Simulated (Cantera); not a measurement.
Charge: 1 mol PbO, 0.076 mol H2, held at 2.60 bar.

Cantera equilibrium calculation (NASA polynomials, part measured and part estimated; ideal gas, pure solids and liquids). Candidate condensed phases: H2O, Pb, PbO, PbO2, Pb3O4; 12 gas species. Each liquid is taken as pure. Mutual solubility and eutectic melting of coexisting phases are not modelled. Gases not in the tables: (PbO)n polymers. Rates play no part.

log p: log10 of the partial pressure in bar; n: condensed amount in mol.

```
T (K)  log p H2O  log p Pb  log p H2  log p PbO  log p OH  log p Pb2  n Pb(l)  n PbO(yellow)  n PbO(l)
-----  ---------  --------  --------  ---------  --------  ---------  -------  -------------  --------
925         0.41     -5.57     -3.54      -7.69         ?       <-11   0.0760          0.924         0
975         0.41     -5.04     -3.46      -6.89         ?     -10.71   0.0760          0.924         0
1025        0.41     -4.56     -3.38      -6.16         ?      -9.90   0.0760          0.924         0
1075        0.41     -4.12     -3.31      -5.51         ?      -9.17   0.0760          0.924         0
1125        0.41     -3.72     -3.24      -4.92         ?      -8.51   0.0760          0.924         0
1175        0.41     -3.36     -3.16      -4.39         ?      -7.90   0.0760              0     0.924
1225        0.41     -3.03     -3.05      -3.95         ?      -7.35   0.0759              0     0.924
```

What belongs in the gaps?


- 925, log p OH: -10.33
- 975, log p OH: -9.54
- 1025, log p OH: -8.83
- 1075, log p OH: -8.19
- 1125, log p OH: -7.60
- 1175, log p OH: -7.08
- 1225, log p OH: -6.61
